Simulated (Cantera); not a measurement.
# ZrO₂ + H₂ + N₂ (hydrogen reduction and annealing atmospheres)

A closed system holds: 1 mol ZrO₂, a varied amount of H₂, 1.7 mol N₂, at 13300 Pa.

These are equilibrium values from Cantera (NASA tables, ideal gas, pure condensed phases), not measurements of a reactor. Candidate condensed phases: H₂O, Zr, ZrN, ZrO₂; 28 gas species. Mutual solubility and eutectic melting of coexisting phases are not modelled. ZrN: taken at fixed stoichiometry. Condensed phases not in the tables: solid solutions among these carbides, nitrides and lower oxides. The numbers say what is thermodynamically allowed, not how fast it happens.

Stable condensed phases:

```
T in °C \ n(H₂) in mol
         0.34 0.49 0.69 0.99  1.4    2  2.8    4  5.7  8.2   12   17
   1725     A    A    A    A    A    B    B    B    B    B    B    B
   1675     A    A    A    A    A    B    B    B    B    B    B    B
   1625     A    A    A    A    A    A    B    B    B    B    B    B
   1575     A    A    A    A    A    A    A    B    B    B    B    B
   1525     A    A    A    A    A    A    A    B    B    B    B    B
   1475     A    A    A    A    A    A    A    A    B    B    B    B
   1425     A    A    A    A    A    A    A    A    A    B    B    B
   1375     A    A    A    A    A    A    A    A    A    A    B    B
   1325     A    A    A    A    A    A    A    A    A    A    B    B
   1275     A    A    A    A    A    A    A    A    A    A    A    B
   1225     A    A    A    A    A    A    A    A    A    A    A    A
   1175     A    A    A    A    A    A    A    A    A    A    A    A
   1125     A    A    A    A    A    A    A    A    A    A    A    A
```

A: ZrO₂; B: ZrN + ZrO₂.
